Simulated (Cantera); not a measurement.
Mixture: CH₄ : C₂H₆ : C₃H₈ : O₂ : N₂ = 1 : 0.15 : 0.13 : 5.57 : 20.9 (molar parts), at 750 Torr, adiabatic and at constant pressure. Ignition delay is the time to a rise of 400 K.

Detailed kinetics in Cantera: GRI-Mech 3.0 (53 species, 325 reactions).

Question: Predict: delay at 1225 K; delay at 1425 K; delay at 1625 K; delay at 1825 K; apparent activation energy between 1725 and 1925 K.

Answer: 
```json
{
 "delay at 1225 K": "2.16 ms",
 "delay at 1425 K": "0.220 ms",
 "delay at 1625 K": "49.3 µs",
 "delay at 1825 K": "19.0 µs",
 "apparent activation energy between 1725 and 1925 K": "110 kJ/mol"
}
```
